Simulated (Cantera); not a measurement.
Feed: 1 mol Al(CH3)3, 94 mol NH3, 6.5 mol H2, held at 40.0 mbar.

Cantera equilibrium calculation (NASA polynomials, part measured and part estimated; ideal gas, pure solids and liquids). Candidate condensed phases: Al, AlN, C, C6H6, C7H8, C8H18; 97 gas species. The feed counts by its element totals alone. The numbers say what is thermodynamically allowed, not how fast it happens.

**Question.** At 1502 °C, list the 7 most abundant gas species with their mole fractions, and the condensed phases.

**Answer.** H2 0.763, N2 0.233, HCN 0.00229, H 0.00126, C2H2 (acetylene) 0.000109, HNC 8.20e-5, Al 4.29e-5. Condensed: AlN(s) + C(graphite).
